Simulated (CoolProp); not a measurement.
Computed with CoolProp (reference Helmholtz-energy equation of state, Thol 2014).

Problem. Give the vapour pressure (bar), liquid density (kg/m³), vapour density (kg/m³), enthalpy of vaporisation (kJ/kg) of saturated chloromethane (R40) at 30.25, 40.05 °C.

Solution. 
| T (°C) | p (bar) | liquid density (kg/m³) | vapour density (kg/m³) | enthalpy of vaporisation (kJ/kg) |
|---|---|---|---|---|
| 30.25 | 6.71 | 901 | 15.2 | 367 |
| 40.05 | 8.74 | 880 | 19.7 | 355 |
